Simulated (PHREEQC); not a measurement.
## Buffer: an equilibrium model

Solution (20 °C): 0.064 mol KHCO3, 0.00018 mol Na2B4O7 and 0.21 mol KCl per kg of water. Closed to the air; pH follows from the charge balance.

Equilibrium calculation in PHREEQC: ion-association model, phreeqc.dat.

Each row changes one thing in this solution. No solid was allowed to form.

```csv
case,pH,ionic strength (mol/kgw),CO3-2 (mol/kgw),CO2 (mol/kgw),(CO2)2 (mol/kgw),SI of Sylvite (KCl)
as made,8.16,0.275,0.000993,0.000708,8.27e-9,-2.43
temperature from 20 to 40 °C,8.03,0.275,0.00106,0.000787,1.91e-8,-2.54
Na2B4O7 from 0.00018 to 0.0018 mol/kgw,8.54,0.280,0.00234,0.000291,1.40e-9,-2.44
diluted 5-fold with water,8.29,0.0551,0.000181,0.000127,2.53e-10,-3.70
KHCO3 from 0.064 to 0.0128 mol/kgw,8.40,0.224,0.000326,8.33e-5,1.13e-10,-2.51
Na2B4O7 left out,___,0.275,0.000838,0.000839,1.16e-8,-2.43
Na2B4O7 from 0.00018 to 0.000162 mol/kgw,8.16,0.275,0.000977,0.000719,8.54e-9,-2.43
temperature from 20 to 25 °C,8.12,0.275,0.00101,0.000726,1.03e-8,-2.46
diluted 2-fold with water,8.22,0.138,0.000478,0.000338,1.83e-9,___
```

Problem. Complete the blanks.

Solution. 
- Na2B4O7 left out, pH: 8.09
- diluted 2-fold with water, SI of Sylvite (KCl): -2.97

Species that the database lacks are ignored. Constants without temperature data keep their 25 °C values here.
